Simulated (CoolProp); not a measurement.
Water at 298.15 K and 0.234 MPa is throttled through a valve to 0.0218 MPa with no heat exchange. Each further row changes one setting.

Model: reference Helmholtz-energy equation of state, Wagner 2002, in CoolProp.

```
case                         temperature change (K)
---------------------------  ----------------------
as stated                                      +0.0
outlet pressure 0.00654 MPa                    +0.1
outlet pressure 0.0283 MPa                     +0.0
```
